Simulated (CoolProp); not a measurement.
Values from CoolProp's reference Helmholtz-energy equation of state, Thol 2022.

Give the vapour pressure (MPa), liquid density (kg/m³), vapour density (kg/m³), enthalpy of vaporisation (kJ/kg) of saturated vinyl chloride at 4.95, 95.45 °C.


```json
[
 {"T (°C)": "4.95", "p (MPa)": "0.207", "liquid density (kg/m³)": "936", "vapour density (kg/m³)": "5.87", "enthalpy of vaporisation (kJ/kg)": "340"},
 {"T (°C)": "95.45", "p (MPa)": "2.12", "liquid density (kg/m³)": "744", "vapour density (kg/m³)": "57.7", "enthalpy of vaporisation (kJ/kg)": "241"}
]
```
